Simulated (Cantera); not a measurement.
## SiO₂ + SiCl₄ + N₂ (oxide etching and cleaning by halides)

Charge: 1 mol SiO₂, 3.3 mol SiCl₄, 29 mol N₂, at 1348.15 K.

Equilibrium computed with Cantera from the NASA thermochemical tables; the gas is ideal and each condensed phase is pure. Candidate condensed phases: Si, SiO₂, Si₂N₂O, Si₃N₄; 23 gas species. The tables' values for SiCl₃ are old estimates; treat these amounts as uncertain. The tables hold silica as quartz up to 1696 K and as liquid above; real silica turns to tridymite and cristobalite and melts near 1996 K. Rates play no part.

From 1.00 Pa to 100000 Pa the condensed part is SiO₂(β-quartz). The main Si-bearing gas is SiCl₄ throughout.

```tsv
P (Pa)	log p N₂	log p SiCl₄	log p Cl	log p SiCl₃	log p SiCl₂	n SiO₂(β-quartz)
1	-5.06	-6.11	-6.47	-6.93	-7.05	0.960
5.20	-4.34	-5.33	-6.17	-6.44	-6.85	0.995
27	-3.62	-4.58	-5.86	-6.00	-6.73	0.999
140	-2.90	-3.85	-5.54	-5.60	-6.65	1.000
720	-2.19	-3.14	-5.20	-5.22	-6.60	1.000
3700	-1.48	-2.42	-4.86	-4.85	-6.57	1.00
19000	-0.77	-1.71	-4.53	-4.47	-6.52	1.00
100000	-0.05	-0.99	-4.20	-4.07	-6.46	1.00
```
log p: log10 of the partial pressure in bar; n: condensed amount in mol.
